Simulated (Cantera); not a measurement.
**Diamond growth**

A diamond (100) surface in a fixed gas of H2 with x(CH4) = 0.0043, x(CH3) = 0.00024, at 1275 K, 7000 Pa; coverages are run to steady state.

Computed with Cantera and the Harris–Goodwin 1993 mechanism for the reconstructed diamond (100) surface.

```csv
x(H),growth (µm/h),θ c6HH,θ c6H*,θ c6*H,θ c6**,θ c6HM
0.0001,0.148,0.648,0.0284,0.316,0.00414,0.000535
0.00025,0.520,0.530,0.0374,0.417,0.0109,0.000777
0.00065,1.27,0.453,0.0429,0.478,0.0215,0.00101
0.0017,2.37,0.416,0.0452,0.504,0.0317,0.00116
0.0042,3.95,0.400,0.0461,0.513,0.0379,0.00118
0.011,6.84,0.393,0.0466,0.517,0.0412,0.00105
0.027,11.0,0.390,0.0469,0.518,0.0426,0.000793
0.07,15.8,0.389,0.0476,0.519,0.0434,0.000473
0.18,19.5,0.389,0.0493,0.517,0.0441,0.000233
```
θ: site fractions in the mechanism's names (c6HH fully hydrogenated, c6H* and c6*H radical sites, c6** diradical, c6HM methylated).
